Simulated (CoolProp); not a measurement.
The numbers come from the reference Helmholtz-energy equation of state, Bücker 2006 in CoolProp.

**Question.** Give the vapour pressure (bar), liquid density (kg/m³), enthalpy of vaporisation (kJ/kg), liquid cp (kJ/(kg K)) of saturated isobutane at 316.6 K.

**Answer.** 
```
T (K)  p (bar)  liquid density (kg/m³)  enthalpy of vaporisation (kJ/kg)  liquid cp (kJ/(kg K))
-----  -------  ----------------------  --------------------------------  ---------------------
316.6     5.81                     527                               307                   2.56
```
